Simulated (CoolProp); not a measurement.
Properties of R124 along the isobar 4310 kPa (Tc = 395.4 K, pc = 3624 kPa, ω = 0.288).

Model: reference Helmholtz-energy equation of state, de Vries 1995, in CoolProp.

| T (K) | phase | density (kg/m³) | cp (kJ/(kg K)) | cv (kJ/(kg K)) | Joule-Thomson coefficient (K/MPa) |
|---|---|---|---|---|---|
| 308.8 | liquid | 1340 | 1.136 | 0.7750 | -0.1467 |
| 329 | liquid | 1268 | 1.186 | 0.7974 | -0.01336 |
| 349.1 | liquid | 1186 | 1.256 | 0.8215 | 0.2069 |
| 369.3 | liquid | 1085 | 1.379 | 0.8503 | 0.6501 |
| 389.4 | liquid | 935.4 | 1.729 | 0.8930 | 1.992 |
| 409.6 | supercritical | 412.7 | 3.244 | 0.9778 | 13.62 |
| 429.7 | supercritical | 270.1 | 1.430 | 0.9231 | 10.45 |
| 449.9 | supercritical | 224.9 | 1.227 | 0.9249 | 8.172 |
| 470 | supercritical | 198.5 | 1.159 | 0.9369 | 6.679 |

The peak of cp marks the crossing from liquid-like to gas-like fluid above the critical point.
